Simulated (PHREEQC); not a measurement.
0.052 g of hydrous ferric oxide (600 m²/g; 0.2 weak and 0.005 strong sites per Fe, Dzombak-Morel constants, diffuse double layer) in 1 kg of water with 0.005 mol/kgw of an inert sodium salt and 2.5e-05 mol/kgw H3BO3 and 3.3e-07 mol/kgw Na2SeO4, at 25 °C; the pH is set by adding NaOH or the inert anion's acid. Oxygen alone is held at its pressure in air (log pO2 = -0.68). The system is closed to CO2. No solid was allowed to form.

All values are PHREEQC results (ion-association model, wateq4f.dat), not measurements.

```csv
pH,B sorbed (%),Se sorbed (%),surface charge σ (C/m²),surface potential ψ (mV)
3,0.0,100.0,0.301,215
3.38,0.0,100.0,0.256,209
3.75,0.0,100.0,0.210,201
4.12,0.0,99.9,0.168,190
4.5,0.0,99.7,0.130,177
4.88,0.0,99.3,0.098,163
5.25,0.0,97.7,0.073,147
5.62,0.0,92.4,0.053,131
6.38,0.0,41.4,0.025,95
6.75,0.0,13.6,0.017,75
7.12,0.0,3.2,0.011,55
7.5,0.0,0.6,0.006,34
7.88,0.0,0.1,0.002,13
8.25,0.0,0.0,-0.001,-8
8.62,0.0,0.0,-0.005,-29
9,0.0,0.0,-0.009,-50
```

The oxide is taken as insoluble; below pH 4 it would dissolve.
